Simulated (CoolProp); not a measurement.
Vapour-liquid equilibrium of carbon dioxide (1) + n-perfluorobutane (2) at 244.6 K; x and y are mole fractions of (1).

Computed with CoolProp (multi-fluid Helmholtz-energy mixture model, Span 1996 and Gao 2022; pair parameters Bell 2016).

| x | bubble pressure (bar) | y at the bubble point | dew pressure at overall composition x (bar) | liquid density (mol/L) |
|---|---|---|---|---|
| 0.05 | 1.326 | 0.774 | 0.3180 | 7.388 |
| 0.15 | 3.676 | 0.920 | 0.3555 | 8.039 |
| 0.25 | 5.938 | 0.952 | 0.4030 | 8.786 |
| 0.35 | 7.742 | 0.964 | 0.4650 | 9.654 |
| 0.45 | 9.034 | 0.970 | 0.5492 | 10.68 |
| 0.55 | 9.967 | 0.974 | 0.6703 | 11.93 |
| 0.65 | 10.77 | 0.978 | 0.8598 | 13.47 |
| 0.75 | 11.64 | 0.982 | 1.199 | 15.45 |
| 0.85 | 12.74 | 0.988 | 1.982 | 18.09 |
| 0.95 | 14.16 | 0.995 | 5.740 | 21.82 |

No azeotrope shows between x = 0.05 and 0.95.

The pair parameters rest on a limited set of measurements; away from them the model extrapolates. The gap from Raoult's law changes sign with composition, which may be real or a fault of the pair parameters; it wasn't checked against measurements.
